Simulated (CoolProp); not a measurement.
The numbers come from the reference Helmholtz-energy equation of state, de Vries 1995 in CoolProp.

Problem. Give the vapour pressure (MPa), liquid density (kg/m³), surface tension (mN/m), liquid viscosity (µPa s) of saturated R124 at 375 K.

Solution. 
| T (K) | p (MPa) | liquid density (kg/m³) | surface tension (mN/m) | liquid viscosity (µPa s) |
|---|---|---|---|---|
| 375 | 2.47 | 987 | 1.49 | 92.8 |

Viscosity comes from a separate model (Bell 2016), an estimate that may be off by 10 % or more. Surface tension comes from a separate correlation (Mulero 2012).
